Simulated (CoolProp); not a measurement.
CH2F2 (R32) at 275.75 K and 0.31 MPa is throttled through a valve to 0.212 MPa with no heat exchange. Each further row changes one setting.

The numbers come from the reference Helmholtz-energy equation of state, Tillner-Roth 1997 in CoolProp.

```
case                        temperature change (K)  final density (kg/m³)
--------------------------  ----------------------  ---------------------
as stated                                      [?]                    [?]
outlet pressure 0.0636 MPa                    -8.7                    [?]
outlet pressure 0.276 MPa                      [?]                    [?]
```

Task: Some entries are withheld; supply them.

Result: 
- as stated, temperature change (K): -3.3
- as stated, final density (kg/m³): 5.06
- outlet pressure 0.0636 MPa, final density (kg/m³): 1.51
- outlet pressure 0.276 MPa, temperature change (K): -1.1
- outlet pressure 0.276 MPa, final density (kg/m³): 6.60
